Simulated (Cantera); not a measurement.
Input (Python, Cantera) and output of one run.

```python
import numpy as np
import cantera as ct

gas_names = """
    H HNO HNO2 HNO3 HO2 H2 H2O H2O2 H2S H2SO4 N NH NH2 NH3 NH2OH NO NO2 NO3 N2 N2H2 N2H4 N2O O OH O2 O3
    S SH SN SO SO2 SO3 S2 S2O S8
""".split()
cond_names = """
    H2O(s) H2O(L) H2SO4(L) S(cr1) S(cr2) S(L)
""".split()


def load(file, names, dense=False):
    # The tables refer to 1 bar. Condensed volumes are neglected.
    table = {s.name: s for s in ct.Species.list_from_file(file)}
    out = []
    for n in names:
        d = dict(table[n].input_data)
        d["thermo"] = dict(d["thermo"], **{"reference-pressure": 1e5})
        if dense:
            d["equation-of-state"] = {"model": "constant-volume", "density": "1e6 g/cm^3"}
        out.append(ct.Species.from_dict(d))
    return out


gas = ct.Solution(thermo="ideal-gas", species=load("nasa_gas.yaml", gas_names))
cond = {s.name: ct.Solution(thermo="fixed-stoichiometry", species=[s], name=s.name)
        for s in load("nasa_condensed.yaml", cond_names, dense=True)}
atoms = {
    'S': {'S': 1},
    'H2O': {'H': 2, 'O': 1},
    'N2': {'N': 2},
}
top_T = {}  # K; cautious upper limits of use, not melting points


def equilibrate(T, P, feed):
    n = {}
    for name, mol in feed.items():
        for a, k in atoms[name].items():
            n[a] = n.get(a, 0.0) + k * mol
    gas.TPX = T, P, n
    mass = sum(n.values()) * gas.mean_molecular_weight
    gas.equilibrate("TP")
    valid = [c for c in cond.values() if c.min_temp <= T <= top_T.get(c.name, c.max_temp)]
    mix = ct.Mixture([(gas, mass / gas.mean_molecular_weight)] + [(c, 0.0) for c in valid])
    mix.T, mix.P = T, P
    mix.equilibrate("TP", solver="vcs", rtol=1e-11, max_steps=5000)
    return mix


results = []
feed = {'S': 1, 'H2O': 2.9, 'N2': 1.6}  # mol
P = 38  # Pa
for T in [2100, 2200, 2300, 2400, 2500, 2600, 2700, 2800, 2900, 3000, 3100, 3200]:
    mix = equilibrate(T, P, feed)
    results.append((T, P, feed, dict(zip(mix.species_names, mix.species_moles))))

top = {s: max(r[3][s] / sum(r[3][g] for g in gas_names) for r in results) for s in gas_names}
cols = sorted((s for s in top if top[s] > 1e-06), key=lambda s: -top[s])[:7]
seen = [c for c in cond_names if any(r[3].get(c, 0) > 1e-12 for r in results)]
print("log10 of partial pressures in bar; condensed amounts in mol")
print(f"{'T/K':>10s}" + "".join(f"{s[:9]:>10s}" for s in cols + seen))
for T, P, feed, n in results:
    ng = sum(n[g] for g in gas_names)
    print(f"{T:10.4g}" + "".join(f"{np.log10(max(n[s] / ng * P / 1e5, 1e-99)):10.3f}" for s in cols)
          + "".join(f"{n.get(c, 0):10.4g}" for c in seen))
```

It prints:

```
log10 of partial pressures in bar; condensed amounts in mol
       T/K         H        N2         O       H2O        H2       SO2         S
      2100    -4.537    -3.976    -6.079    -4.056    -4.060    -4.420    -5.386
      2200    -4.306    -3.996    -5.507    -4.109    -4.113    -4.461    -5.340
      2300    -4.107    -4.030    -5.025    -4.224    -4.186    -4.542    -5.260
      2400    -3.945    -4.081    -4.656    -4.442    -4.293    -4.697    -5.120
      2500    -3.830    -4.141    -4.397    -4.792    -4.460    -4.951    -4.942
      2600    -3.763    -4.194    -4.229    -5.267    -4.695    -5.320    -4.771
      2700    -3.733    -4.229    -4.128    -5.824    -4.974    -5.801    -4.640
      2800    -3.720    -4.250    -4.072    -6.411    -5.266    -6.364    -4.560
      2900    -3.715    -4.260    -4.043    -6.994    -5.551    -6.965    -4.516
      3000    -3.713    -4.266    -4.028    -7.556    -5.822    -7.571    -4.495
      3100    -3.712    -4.269    -4.021    -8.090    -6.078    -8.160    -4.484
      3200    -3.711    -4.271    -4.017    -8.595    -6.319    -8.723    -4.479
```

Cantera equilibrium calculation (NASA polynomials, part measured and part estimated; ideal gas, pure solids and liquids).
